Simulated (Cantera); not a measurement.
Input: 1 mol SiCl₄, 6.9 mol H₂, held at 1223 K and 1.80 bar.

Cantera equilibrium calculation (NASA polynomials, part measured and part estimated; ideal gas, pure solids and liquids). Candidate condensed phases: Si; 19 gas species. The tables' values for SiCl₃ are old estimates; treat these amounts as uncertain. Equilibrium is a limit: real reactors are often held back by kinetics, nucleation or transport.

Problem. What is the equilibrium state?

Solution. 
| Quantity | Result |
|---|---|
| x(H₂) | 0.821 |
| x(SiCl₄) | 0.0779 |
| x(HCl) | 0.0534 |
| x(SiHCl₃) | 0.0370 |
| x(SiCl₃) | 0.00547 |
| x(SiCl₂) | 0.00306 |
| x(SiH₂Cl₂) | 0.00234 |
| x(SiH₃Cl) | 4.08e-5 |
| gas amount | 7.946 mol |
| log10 activity of Si(s) (absent) | -0.44 |
